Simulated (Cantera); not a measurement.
What does this Cantera script print?

```python
import numpy as np
import cantera as ct

gas = ct.Solution("gri30.yaml")


def delay(T, t_max=10):
    gas.TPX = T, 100000, {'CH4': 1, 'CO': 0.038, 'O2': 0.918, 'N2': 5.69}
    reactor = ct.IdealGasReactor(gas, clone=False)
    net = ct.ReactorNet([reactor])
    net.rtol, net.atol = 1e-8, 1e-16
    while net.time < t_max:
        t_old, T_old = net.time, reactor.T
        net.step()
        if reactor.T > T + 400:  # ignition: a rise of 400 K
            return t_old + (T + 400 - T_old) / (reactor.T - T_old) * (net.time - t_old)
    return np.nan


taus = []
for T in [1100, 1175, 1250, 1325, 1400, 1475, 1550, 1625, 1700, 1775]:
    taus.append(delay(T))
    print(f"T0 = {T:6g} K   tau = {taus[-1]:.4e} s")
```

It prints:

```
T0 =   1100 K   tau = 5.1990e-01 s
T0 =   1175 K   tau = 1.6213e-01 s
T0 =   1250 K   tau = 5.5115e-02 s
T0 =   1325 K   tau = 2.0031e-02 s
T0 =   1400 K   tau = 7.7143e-03 s
T0 =   1475 K   tau = 3.1598e-03 s
T0 =   1550 K   tau = 1.3916e-03 s
T0 =   1625 K   tau = 6.6580e-04 s
T0 =   1700 K   tau = 3.4714e-04 s
T0 =   1775 K   tau = 1.9617e-04 s
```

Computed with Cantera and GRI-Mech 3.0 (53 species, 325 reactions).
